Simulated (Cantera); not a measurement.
Cantera run, input and output.

```python
import numpy as np
import cantera as ct

gas = ct.Solution("gri30.yaml")
gas.TPX = 400, 101325, {'CH3OH': 1, 'O2': 0.938, 'N2': 3.52}
inlet = ct.Reservoir(gas, clone=True)
gas.equilibrate("HP")  # start burning
reactor = ct.IdealGasConstPressureReactor(gas, energy="on", clone=False)
exhaust = ct.Reservoir(gas, clone=True)
tau = [0.025, 0.014, 0.0074, 0.004, 0.0022, 0.0012, 0.00064, 0.00035, 0.00019, 0.0001, 5.5e-05, 3e-05, 1.6e-05][0]
for a, b in ((inlet, reactor), (reactor, exhaust)):
    ct.MassFlowController(a, b, mdot=lambda t: reactor.mass / tau)
net = ct.ReactorNet([reactor])
show = ['CH3OH', 'O2', 'CO', 'CH4', 'C2H', 'CH3']

rows = []
print(f"{'tau/s':>10s}{'T/K':>9s}" + "".join(f"{s:>11s}" for s in show))
for tau in [0.025, 0.014, 0.0074, 0.004, 0.0022, 0.0012, 0.00064, 0.00035, 0.00019, 0.0001, 5.5e-05, 3e-05, 1.6e-05]:
    net.initial_time = 0.0
    net.advance(30 * tau)
    before = gas.X
    net.advance(40 * tau)
    drift = np.max(np.abs(gas.X - before) / (gas.X + 1e-9))
    rows.append([gas.T, *gas[show].X, drift])
    print(f"{tau:10.3e}{gas.T:9.1f}" + "".join(f"{x:11.3e}" for x in gas[show].X))
```

Output:

```
     tau/s      T/K      CH3OH         O2         CO        CH4        C2H        CH3
 2.500e-02   1942.6  4.315e-06  1.620e-04  9.242e-02  6.056e-06  3.635e-11  5.006e-06
 1.400e-02   1934.0  6.304e-06  2.396e-04  9.222e-02  7.959e-06  8.273e-11  7.608e-06
 7.400e-03   1923.1  9.793e-06  3.678e-04  9.202e-02  1.134e-05  2.128e-10  1.232e-05
 4.000e-03   1911.3  1.542e-05  5.567e-04  9.189e-02  1.686e-05  5.426e-10  2.004e-05
 2.200e-03   1898.9  2.475e-05  8.388e-04  9.193e-02  2.610e-05  1.358e-09  3.280e-05
 1.200e-03   1885.4  4.152e-05  1.296e-03  9.228e-02  4.271e-05  3.407e-09  5.514e-05
 6.400e-04   1869.5  7.444e-05  2.116e-03  9.328e-02  7.488e-05  8.414e-09  9.622e-05
 3.500e-04   1849.0  1.385e-04  3.593e-03  9.539e-02  1.354e-04  1.790e-08  1.664e-04
 1.900e-04   1812.0  2.920e-04  6.833e-03  9.996e-02  2.718e-04  2.996e-08  2.926e-04
 1.000e-04    400.0  1.832e-01  1.719e-01 -2.456e-16 -2.570e-18  4.431e-51 -8.691e-27
 5.500e-05    400.0  1.832e-01  1.719e-01 -4.727e-19 -4.947e-21 -3.989e-60 -1.671e-29
 3.000e-05    400.0  1.832e-01  1.719e-01 -2.986e-20 -3.125e-22  2.380e-60 -1.056e-30
 1.600e-05    400.0  1.832e-01  1.719e-01 -1.886e-21 -1.974e-23  6.566e-65 -6.667e-32
```

Cantera simulation using GRI-Mech 3.0 (53 species, 325 reactions); the numbers are that mechanism's predictions, not measurements. GRI-Mech 3.0 was tuned for natural gas; its chemistry of methanol as a main component is partial and can be far from experiment.
